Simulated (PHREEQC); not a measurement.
Metal-bearing waste water: an equilibrium model

A solution holds 0.0033 mol/kgw CuSO4, 0.0012 mol/kgw MgSO4, 0.0028 mol/kgw HCl and 0.091 mol/kgw NaCl, at 33 °C. Closed to the air; pH follows from the charge balance.

All values are PHREEQC results (ion-association model, phreeqc.dat), not measurements.

No solid was allowed to form.

Task: What pH, density, specific conductance does the model give?

Result: pH 2.70; density 0.999 g/cm³; specific conductance 13100 µS/cm.

Task: In which forms is Cu present?

Result: Cu+2 81 %, CuCl+ 11 %, CuSO4 7.6 % of the Cu.

Complexes and solids missing from the database can't appear.
